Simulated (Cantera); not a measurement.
Feed: 1 mol B₂H₆, 7.8 mol O₂, at 13.3 mbar.

Cantera equilibrium calculation (NASA polynomials, part measured and part estimated; ideal gas, pure solids and liquids). Candidate condensed phases: B, B₂O₃, B₃O₃H₃, H₂O; 23 gas species. The feed counts by its element totals alone. The numbers say what is thermodynamically allowed, not how fast it happens.

x: gas mole fraction; nothing condenses.

```json
[
 {"T (K)": "1748", "x O₂": "0.543", "x H₂O": "0.238", "x HBO₂": "0.201", "x OH": "0.00287", "x O": "0.000468", "x BO₂": "0.00296", "x B₂O₃": "0.0113"},
 {"T (K)": "1823", "x O₂": "0.541", "x H₂O": "0.239", "x HBO₂": "0.197", "x OH": "0.00456", "x O": "0.000961", "x BO₂": "0.00456", "x B₂O₃": "0.0125"},
 {"T (K)": "1898", "x O₂": "0.539", "x H₂O": "0.239", "x HBO₂": "0.192", "x OH": "0.00697", "x O": "0.00186", "x BO₂": "0.00678", "x B₂O₃": "0.0136"},
 {"T (K)": "1973", "x O₂": "0.535", "x H₂O": "0.239", "x HBO₂": "0.187", "x OH": "0.0103", "x O": "0.00344", "x BO₂": "0.00971", "x B₂O₃": "0.0146"},
 {"T (K)": "2048", "x O₂": "0.530", "x H₂O": "0.238", "x HBO₂": "0.180", "x OH": "0.0147", "x O": "0.00605", "x BO₂": "0.0135", "x B₂O₃": "0.0154"},
 {"T (K)": "2123", "x O₂": "0.523", "x H₂O": "0.236", "x HBO₂": "0.173", "x OH": "(withheld)", "x O": "(withheld)", "x BO₂": "(withheld)", "x B₂O₃": "0.0160"},
 {"T (K)": "2198", "x O₂": "0.513", "x H₂O": "0.232", "x HBO₂": "0.165", "x OH": "0.0277", "x O": "0.0166", "x BO₂": "0.0237", "x B₂O₃": "0.0163"},
 {"T (K)": "2273", "x O₂": "0.500", "x H₂O": "0.225", "x HBO₂": "0.155", "x OH": "(withheld)", "x O": "(withheld)", "x BO₂": "(withheld)", "x B₂O₃": "0.0164"},
 {"T (K)": "2348", "x O₂": "0.483", "x H₂O": "0.216", "x HBO₂": "0.145", "x OH": "0.0464", "x O": "0.0393", "x BO₂": "0.0374", "x B₂O₃": "0.0162"}
]
```

### Question
Some entries are withheld; supply them.

### Answer

- 2123, x OH: 0.0205
- 2123, x O: 0.0102
- 2123, x BO₂: 0.0181
- 2273, x OH: 0.0364
- 2273, x O: 0.0259
- 2273, x BO₂: 0.0302
